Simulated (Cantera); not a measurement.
An adiabatic, constant-volume homogeneous reactor starts with CO : H2 : CH4 : O2 : N2 = 1 : 1.3 : 0.18 : 1.01 : 3.79 (molar parts), equivalence ratio 1.5, at 1623 K and 5.00 bar. Integrator tolerance rtol = 1e-08.

Cantera simulation using GRI-Mech 3.0 (53 species, 325 reactions); the numbers are that mechanism's predictions, not measurements. Above 3000 K some thermodynamic fits are extrapolated.

Question: What does this change do: initial temperature 1623 to 1550 K?

Answer: 
| quantity | before | after |
|---|---|---|
| time of steepest temperature rise | 3.32 µs | 4.29 µs |
| temperature at 0.300 s | 3159 K | 3139 K |
| equilibrium temperature | 3159 K | 3139 K |
| x(CO) at 0.300 s | 0.121 (gas-phase equilibrium 0.121) | 0.120 (gas-phase equilibrium 0.120) |
| x(H2) at 0.300 s | 0.0522 (gas-phase equilibrium 0.0522) | 0.0514 (gas-phase equilibrium 0.0514) |
| x(CH4) at 0.300 s | 3.22e-12 (gas-phase equilibrium 3.90e-12) | 3.39e-12 (gas-phase equilibrium 4.10e-12) |
| x(CH3) at 0.300 s | 1.77e-11 (gas-phase equilibrium 2.15e-11) | 1.76e-11 (gas-phase equilibrium 2.13e-11) |
| x(NO) at 0.300 s | 0.00832 (gas-phase equilibrium 0.00832) | 0.00779 (gas-phase equilibrium 0.00779) |

Question: What does this change do: pressure from 5.00 bar to 1.01 bar?

Answer: 
| quantity | before | after |
|---|---|---|
| time of steepest temperature rise | 3.32 µs | 14.8 µs |
| temperature at 0.300 s | 3159 K | 2993 K |
| equilibrium temperature | 3159 K | 2993 K |
| x(CO) at 0.300 s | 0.121 (gas-phase equilibrium 0.121) | 0.122 (gas-phase equilibrium 0.122) |
| x(H2) at 0.300 s | 0.0522 (gas-phase equilibrium 0.0522) | 0.0548 (gas-phase equilibrium 0.0548) |
| x(CH4) at 0.300 s | 3.22e-12 (gas-phase equilibrium 3.90e-12) | <1e-12 (gas-phase equilibrium <1e-12) |
| x(CH3) at 0.300 s | 1.77e-11 (gas-phase equilibrium 2.15e-11) | 1.76e-12 (gas-phase equilibrium 2.20e-12) |
| x(NO) at 0.300 s | 0.00832 (gas-phase equilibrium 0.00832) | 0.00812 (gas-phase equilibrium 0.00812) |
